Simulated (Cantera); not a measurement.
A closed system holds: 1 mol n-butane, 0.0096 mol O₂, 4.6 mol H₂, 0.032 mol H₂O, at 1448.15 K and 3.30 Torr.

Equilibrium computed with Cantera from the NASA thermochemical tables; the gas is ideal and each condensed phase is pure. Candidate condensed phases: C, C₆H₆, C₇H₈, C₈H₁₈, H₂O; 110 gas species. Rates play no part.

Base state: H₂ 0.995, CO 0.00529, H 0.000139, CH₄ 1.45e-5 (mole fractions); condensed: C(graphite).

What changes in the equilibrium state with this change: temperature from 1448.15 K to 723 K?


```
species             before    after
----------------  --------  -------
H₂                   0.995    0.972
CH₄                1.45e-5   0.0222
CO                 0.00529  0.00283
H₂O                5.86e-8  0.00248
H                 0.000139    <1e-9
CO₂                  <1e-9  5.52e-5
C(graphite), mol      3.95     3.76
```

What changes in the equilibrium state with this change: H₂O from 0.032 to 0.99 mol?


```
species             before     after
----------------  --------  --------
H₂                   0.995     0.913
CO                 0.00529    0.0870
H                 0.000139  0.000133
CH₄                1.45e-5   1.22e-5
C(graphite), mol      3.95      2.99
```
